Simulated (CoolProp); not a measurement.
Vapour-liquid equilibrium of isohexane (1) + n-heptane (2) at 258 K; x and y are mole fractions of (1).

Values from CoolProp's multi-fluid Helmholtz-energy mixture model, Lemmon 2006 and Span 2003; pair parameters Bell 2016.

| x | bubble pressure, mixture model (MPa) | bubble pressure, Raoult's law (MPa) | y, mixture model | y, Raoult's law |
|---|---|---|---|---|
| 0.05 | 0.0007353 | 0.0007281 | … | 0.269 |
| 0.2 | 0.001245 | 0.001233 | … | 0.637 |
| 0.35 | 0.001743 | 0.001737 | 0.789 | 0.791 |
| 0.5 | … | 0.002242 | … | 0.875 |
| 0.65 | 0.002740 | 0.002747 | 0.927 | 0.929 |
| 0.8 | … | 0.003251 | 0.965 | 0.966 |
| 0.95 | 0.003755 | 0.003756 | … | 0.993 |

### Question
Complete the blanks.

### Answer

- 0.05, y, mixture model: 0.276
- 0.2, y, mixture model: 0.639
- 0.5, bubble pressure, mixture model (MPa): 0.002239
- 0.5, y, mixture model: 0.873
- 0.8, bubble pressure, mixture model (MPa): 0.003246
- 0.95, y, mixture model: 0.992

The largest gap from Raoult's law is +1.0 % in bubble pressure, at x = 0.2. No azeotrope shows between x = 0.05 and 0.95.

Pair parameters are fitted to limited data, so mixtures are less certain than the pure fluids.
